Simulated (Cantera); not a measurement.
## Adiabatic ignition

An adiabatic, constant-volume homogeneous reactor starts with CH₄ : H₂ : O₂ : N₂ = 1 : 1.3 : 2.82 : 10.6 (molar parts), at 1450 K and 353 Torr.

Model: GRI-Mech 3.0 (53 species, 325 reactions), integrated in Cantera.

| t (s) | T (K) | P (bar) | x CH₄ | x H₂ | x O₂ | x C₂H₄ | x NO₂ |
|---|---|---|---|---|---|---|---|
| 6.00e-6 | 1450 | 0.470 | 0.0636 | 0.0827 | 0.179 | <1e-12 | <1e-12 |
| 1.55e-5 | 1450 | 0.470 | 0.0636 | 0.0827 | 0.179 | 5.87e-12 | <1e-12 |
| 3.99e-5 | 1450 | 0.470 | 0.0636 | 0.0827 | 0.179 | 7.17e-10 | <1e-12 |
| 0.000103 | 1451 | 0.470 | 0.0632 | 0.0824 | 0.179 | 1.56e-6 | <1e-12 |
| 0.000265 | 2608 | 0.869 | <1e-12 | 0.0298 | 0.0336 | <1e-12 | 3.21e-8 |
| 0.000682 | 2835 | 0.930 | <1e-12 | 0.0249 | 0.0286 | <1e-12 | 9.48e-7 |
| 0.00176 | 2829 | 0.928 | <1e-12 | 0.0252 | 0.0264 | <1e-12 | 2.25e-6 |
| 0.00453 | 2826 | 0.927 | <1e-12 | 0.0253 | 0.0256 | <1e-12 | 2.70e-6 |
| 0.0117 | 2826 | 0.927 | <1e-12 | 0.0253 | 0.0256 | <1e-12 | 2.71e-6 |
| 0.0301 | 2826 | 0.927 | <1e-12 | 0.0253 | 0.0256 | <1e-12 | 2.71e-6 |
| 0.0776 | 2826 | 0.927 | <1e-12 | 0.0253 | 0.0256 | <1e-12 | 2.71e-6 |
| 0.200 | 2826 | 0.927 | <1e-12 | 0.0253 | 0.0256 | <1e-12 | 2.71e-6 |
x: mole fraction; the columns are a selection and need not sum to one.

```
Item                                                              Result
---------------------------------  -------------------------------------
time of steepest temperature rise                               0.209 ms
temperature at 0.200 s                                            2826 K
equilibrium temperature                                           2826 K
x(CH₄) at 0.200 s                  <1e-12 (gas-phase equilibrium <1e-12)
x(H₂) at 0.200 s                   0.0253 (gas-phase equilibrium 0.0253)
x(O₂) at 0.200 s                   0.0256 (gas-phase equilibrium 0.0256)
```
